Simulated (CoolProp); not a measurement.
Properties of acetone at several states.

Computed with CoolProp (reference Helmholtz-energy equation of state, Lemmon 2006). It is a short technical equation, of lower accuracy than the large ones.

| T (K) | p (MPa) | phase | Z | cv (kJ/(kg K)) | fugacity coefficient |
|---|---|---|---|---|---|
| 249.4 | 10 | liquid | 0.3317 | 1.485 | 0.0003178 |
| 301.8 | 1.14 | liquid | 0.03375 | 1.556 | 0.03164 |
| 295.2 | 0.338 | liquid | 0.01015 | 1.545 | 0.07883 |
| 464.5 | 0.0178 | gas | 0.9979 | 1.628 | 0.9979 |
| 351.8 | 1.48 | liquid | 0.04061 | 1.650 | 0.1343 |
